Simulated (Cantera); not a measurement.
Input: 1 mol SiH4, 1.6 mol NH3, 3 mol H2, equilibrated at 1.00 bar.

Equilibrium computed with Cantera from the NASA thermochemical tables; the gas is ideal and each condensed phase is pure. Candidate condensed phases: Si, Si3N4; 18 gas species. Gases not in the tables: Si2H6 and higher silanes. Kinetics and transport are ignored.

Problem. At 1775 °C, list the 6 most abundant gas species with their mole fractions, and the condensed phases.

Solution. H2 0.900, N2 0.0974, H 0.00212, SiH2 0.000125, Si 7.56e-5, SiH 4.36e-5. Condensed: Si(l).
